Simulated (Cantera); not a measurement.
**Adiabatic ignition**

An adiabatic, constant-pressure homogeneous reactor starts with 29.6 % H2, 14.8 % O2, 55.6 % N2, equivalence ratio 1.0, at 1023 K and 500000 Pa.

Model: the H2/O2 subset of GRI-Mech 3.0, which has no nitrogen chemistry, integrated in Cantera. The hydrogen kinetics of GRI-Mech 3.0 are dated; newer H2 mechanisms differ, most at raised pressure.

| t (s) | T (K) | x H2 | x O2 | x OH | x HO2 | x O |
|---|---|---|---|---|---|---|
| 6.00e-6 | 1023 | 0.296 | 0.148 | 7.13e-12 | 4.22e-9 | 2.10e-11 |
| 2.14e-5 | 1023 | 0.296 | 0.148 | 7.58e-12 | 1.60e-8 | 2.22e-11 |
| 7.63e-5 | 1023 | 0.296 | 0.148 | 9.49e-12 | 5.97e-8 | 2.72e-11 |
| 0.000272 | 1023 | 0.296 | 0.148 | 2.06e-11 | 2.43e-7 | 5.14e-11 |
| 0.000971 | 1023 | 0.296 | 0.148 | 1.60e-10 | 1.77e-6 | 3.03e-10 |
| 0.00346 | 1025 | 0.296 | 0.148 | 1.38e-8 | 3.89e-5 | 1.65e-8 |
| 0.0124 | 2806 | 0.0292 | 0.0103 | 0.0184 | 7.82e-6 | 0.00254 |
| 0.0441 | 2806 | 0.0292 | 0.0103 | 0.0184 | 7.82e-6 | 0.00254 |
| 0.157 | 2806 | 0.0292 | 0.0103 | 0.0184 | 7.82e-6 | 0.00254 |
| 0.561 | 2806 | 0.0292 | 0.0103 | 0.0184 | 7.82e-6 | 0.00254 |
| 2.00 | 2806 | 0.0292 | 0.0103 | 0.0184 | 7.82e-6 | 0.00254 |
x: mole fraction; the columns are a selection and need not sum to one.

- time of steepest temperature rise: 5.78 ms
- temperature at 2.00 s: 2806 K
- equilibrium temperature: 2806 K
- x(H2) at 2.00 s: 0.0292 (gas-phase equilibrium 0.0292)
- x(O2) at 2.00 s: 0.0103 (gas-phase equilibrium 0.0103)
- x(OH) at 2.00 s: 0.0184 (gas-phase equilibrium 0.0184)
